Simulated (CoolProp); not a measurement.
Vapour-liquid equilibrium of CH2F2 (R32) (1) + methanol (2) at 45.35 °C; x and y are mole fractions of (1).

Computed with CoolProp (multi-fluid Helmholtz-energy mixture model, Tillner-Roth 1997 and de Reuck 1993; pair parameters Bell 2016).

| x | bubble pressure, mixture model (MPa) | bubble pressure, Raoult's law (MPa) | y, mixture model | y, Raoult's law |
|---|---|---|---|---|
| 0.05 | 0.3994 | 0.1840 | 0.884 | 0.766 |
| 0.125 | 0.8553 | 0.3919 | 0.944 | 0.899 |
| 0.2 | 1.218 | 0.5999 | 0.959 | 0.940 |
| 0.275 | 1.493 | 0.8078 | 0.966 | 0.959 |
| 0.35 | 1.692 | 1.016 | 0.970 | 0.971 |
| 0.425 | 1.833 | 1.224 | 0.972 | 0.979 |
| 0.5 | 1.935 | 1.432 | 0.973 | 0.984 |
| 0.575 | 2.016 | 1.640 | 0.975 | 0.988 |
| 0.65 | 2.092 | 1.848 | 0.976 | 0.991 |
| 0.725 | 2.178 | 2.056 | 0.978 | 0.994 |
| 0.8 | 2.288 | 2.263 | 0.981 | 0.996 |
| 0.875 | 2.437 | 2.471 | 0.985 | 0.998 |
| 0.95 | 2.640 | 2.679 | 0.993 | 0.999 |

The largest gap from Raoult's law is +118.2 % in bubble pressure, at x = 0.125. No azeotrope shows between x = 0.05 and 0.95.

Pair parameters are fitted to limited data, so mixtures are less certain than the pure fluids. The gap from Raoult's law changes sign with composition, which may be real or a fault of the pair parameters; it wasn't checked against measurements. With so large a gap from Raoult's law the liquid may split in two, which this calculation doesn't test in full.
